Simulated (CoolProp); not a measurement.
Carbon dioxide along the isobar 9.89 MPa: fugacity coefficient from the reference equation and from simpler models built on Tc = 31.0 °C, pc = 7.377 MPa, ω = 0.224; each cubic takes its own stable root.

The numbers come from the reference Helmholtz-energy equation of state, Span 1996 in CoolProp.

```
T (°C)          phase  reference  Soave-Redlich-Kwong  Peng-Robinson
------  -------------  ---------  -------------------  -------------
-6.75          liquid     0.2677               0.2758         0.2642
24.15          liquid     0.4754               0.4877         0.4673
55.05   supercritical     0.6629               0.6702         0.6430
85.95   supercritical     0.7570               0.7664         0.7377
116.85  supercritical     0.8193               0.8315         0.8032
147.75  supercritical     0.8640               0.8788         0.8514
178.65  supercritical     0.8972               0.9141         0.8880
209.45  supercritical     0.9224               0.9407         0.9161
240.35  supercritical     0.9419               0.9611         0.9381
271.25  supercritical     0.9573               0.9769         0.9553
302.15  supercritical     0.9695               0.9892         0.9691
333.05  supercritical     0.9793               0.9988         0.9800
```
